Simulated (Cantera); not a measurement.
**SiCl4 + C2H2 + H2 (silicon carbide growth)**

A closed system holds: 1 mol SiCl4, 0.36 mol C2H2, a varied amount of H2, equilibrated at 725 °C and 10.0 Torr.

Cantera equilibrium calculation (NASA polynomials, part measured and part estimated; ideal gas, pure solids and liquids). Candidate condensed phases: C, C6H6, C7H8, C8H18, Si, SiC; 109 gas species. The tables' values for SiCl3 are old estimates; treat these amounts as uncertain. The numbers say what is thermodynamically allowed, not how fast it happens.

At 10 mol H2 the condensed part is C(graphite) + SiC(s). From 18 mol H2 to 270 mol H2 the condensed part is SiC(s). From 460 mol H2 to 1400 mol H2 the condensed part is Si(s) + SiC(s). The main Si-bearing gas is SiCl4 at 10 mol H2 and SiCl2 at 1400 mol H2. The share of Si in condensed phases is highest at 1400 mol H2 (95.6 %) and lowest at 10 mol H2 (51.6 %).

```
n(H2) (mol)   x H2    x HCl   x SiCl4  x SiHCl3  n C(graphite)  n SiC(s)  n Si(s)
-----------  -----  -------  --------  --------  -------------  --------  -------
10           0.783    0.175    0.0393   0.00122          0.194     0.516        0
18           0.843    0.141    0.0142  0.000590              0     0.702        0
30           0.901   0.0895   0.00829  0.000579              0     0.712        0
52           0.941   0.0537   0.00456  0.000554              0     0.717        0
90           0.965   0.0319   0.00241  0.000504              0     0.719        0
160          0.980   0.0184   0.00114  0.000422              0     0.719        0
270          0.988   0.0112  0.000530  0.000324              0     0.720        0
460          0.992  0.00715  0.000176  0.000170              0     0.720   0.0599
800          0.995  0.00462   3.05e-5   4.56e-5              0     0.720    0.179
1400         0.997  0.00277   3.93e-6   9.82e-6              0     0.719    0.237
```
x: gas mole fraction; n: condensed amount in mol.
